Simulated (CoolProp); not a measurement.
Aqueous calcium chloride as a coolant, 12 % by mass, freezing at -7.7 °C, 1 atm.

The numbers come from the Melinder's fits for secondary coolants in CoolProp.

```json
[
 {"T (°C)": "-4.7", "conductivity (W/(m K))": "0.546", "viscosity (mPa s)": "2.74", "cp (kJ/(kg K))": "3.444", "Prandtl number": "(withheld)"},
 {"T (°C)": "0", "conductivity (W/(m K))": "0.554", "viscosity (mPa s)": "2.36", "cp (kJ/(kg K))": "3.455", "Prandtl number": "14.7"},
 {"T (°C)": "4.7", "conductivity (W/(m K))": "(withheld)", "viscosity (mPa s)": "2.05", "cp (kJ/(kg K))": "3.465", "Prandtl number": "12.7"},
 {"T (°C)": "9.4", "conductivity (W/(m K))": "0.568", "viscosity (mPa s)": "1.80", "cp (kJ/(kg K))": "3.476", "Prandtl number": "11.0"},
 {"T (°C)": "14.2", "conductivity (W/(m K))": "0.575", "viscosity (mPa s)": "1.59", "cp (kJ/(kg K))": "(withheld)", "Prandtl number": "9.63"},
 {"T (°C)": "18.9", "conductivity (W/(m K))": "0.583", "viscosity (mPa s)": "1.42", "cp (kJ/(kg K))": "3.498", "Prandtl number": "8.50"},
 {"T (°C)": "23.6", "conductivity (W/(m K))": "(withheld)", "viscosity (mPa s)": "(withheld)", "cp (kJ/(kg K))": "3.508", "Prandtl number": "7.57"},
 {"T (°C)": "28.3", "conductivity (W/(m K))": "0.597", "viscosity (mPa s)": "(withheld)", "cp (kJ/(kg K))": "3.519", "Prandtl number": "6.78"},
 {"T (°C)": "33", "conductivity (W/(m K))": "0.605", "viscosity (mPa s)": "(withheld)", "cp (kJ/(kg K))": "3.529", "Prandtl number": "6.11"}
]
```

**Question.** What belongs in the gaps?

**Answer.** 
- -4.7, Prandtl number: 17.3
- 4.7, conductivity (W/(m K)): 0.561
- 14.2, cp (kJ/(kg K)): 3.487
- 23.6, conductivity (W/(m K)): 0.590
- 23.6, viscosity (mPa s): 1.27
- 28.3, viscosity (mPa s): 1.15
- 33, viscosity (mPa s): 1.05
